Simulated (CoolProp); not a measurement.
Vapour-liquid equilibrium of R134a (1) + R1234ze(E) (2) at 191.9 K; x and y are mole fractions of (1).

Computed with CoolProp (multi-fluid Helmholtz-energy mixture model, Tillner-Roth 1994 and Thol 2016; pair parameters Bell 2022).

| x | bubble pressure (kPa) | y at the bubble point | dew pressure at overall composition x (kPa) | liquid density (mol/L) |
|---|---|---|---|---|
| 0.05 | 2.373 | 0.098 | 2.312 | 12.85 |
| 0.15 | 2.575 | 0.249 | 2.441 | 13.05 |
| 0.25 | 2.735 | 0.366 | 2.576 | 13.26 |
| 0.35 | 2.865 | 0.462 | 2.714 | 13.47 |
| 0.45 | 2.972 | 0.548 | 2.849 | 13.69 |
| 0.55 | 3.062 | 0.629 | 2.974 | 13.92 |
| 0.65 | 3.138 | 0.708 | 3.084 | 14.15 |
| 0.75 | 3.201 | 0.787 | 3.173 | 14.39 |
| 0.85 | 3.253 | 0.869 | 3.242 | 14.63 |
| 0.95 | 3.293 | 0.955 | 3.291 | 14.89 |

No azeotrope shows between x = 0.05 and 0.95.

The pair parameters rest on a limited set of measurements; away from them the model extrapolates.
